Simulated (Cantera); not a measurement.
A Cantera script and its output.

```python
import numpy as np
import cantera as ct

gas = ct.Solution("gri30.yaml")
gas.TPX = 1323, 101325, {'N2O': 1, 'H2O': 0.095}
inlet = ct.Reservoir(gas, clone=True)

reactor = ct.IdealGasConstPressureReactor(gas, energy="off", clone=False)
exhaust = ct.Reservoir(gas, clone=True)
tau = [5.3, 2.3, 1, 0.44, 0.19, 0.084, 0.037, 0.016, 0.007, 0.0031][0]
for a, b in ((inlet, reactor), (reactor, exhaust)):
    ct.MassFlowController(a, b, mdot=lambda t: reactor.mass / tau)
net = ct.ReactorNet([reactor])
show = ['N2O', 'H2O', 'NO', 'OH', 'O2']

rows = []
print(f"{'tau/s':>10s}{'T/K':>9s}" + "".join(f"{s:>11s}" for s in show))
for tau in [5.3, 2.3, 1, 0.44, 0.19, 0.084, 0.037, 0.016, 0.007, 0.0031]:
    net.initial_time = 0.0
    net.advance(30 * tau)
    before = gas.X
    net.advance(40 * tau)
    drift = np.max(np.abs(gas.X - before) / (gas.X + 1e-9))
    rows.append([gas.T, *gas[show].X, drift])
    print(f"{tau:10.3e}{gas.T:9.1f}" + "".join(f"{x:11.3e}" for x in gas[show].X))
```

Output:

```
     tau/s      T/K        N2O        H2O         NO         OH         O2
 5.300e+00   1323.0  2.841e-02  6.039e-02  2.878e-02  4.605e-05  2.890e-01
 2.300e+00   1323.0  5.861e-02  6.129e-02  3.613e-02  5.478e-05  2.748e-01
 1.000e+00   1323.0  1.153e-01  6.298e-02  4.200e-02  6.448e-05  2.523e-01
 4.400e-01   1323.0  2.106e-01  6.582e-02  4.377e-02  7.460e-05  2.186e-01
 1.900e-01   1323.0  3.547e-01  7.011e-02  3.933e-02  8.462e-05  1.712e-01
 8.400e-02   1323.0  5.223e-01  7.510e-02  2.967e-02  9.243e-05  1.185e-01
 3.700e-02   1323.0  6.777e-01  7.972e-02  1.861e-02  9.639e-05  7.071e-02
 1.600e-02   1323.0  7.903e-01  8.307e-02  9.866e-03  9.541e-05  3.657e-02
 7.000e-03   1323.0  8.539e-01  8.496e-02  4.764e-03  9.038e-05  1.746e-02
 3.100e-03   1323.0  8.857e-01  8.590e-02  2.215e-03  8.335e-05  8.029e-03
```

Model: GRI-Mech 3.0 (53 species, 325 reactions), integrated in Cantera. GRI-Mech 3.0 was tuned for natural gas; its chemistry of N2O as a main component is partial and can be far from experiment. The mechanism lacks the step 2 NO + O2 → 2 NO2, which can matter for NO2 below about 1400 K. The temperature is held fixed by assumption; the heat of reaction is taken as removed at once.
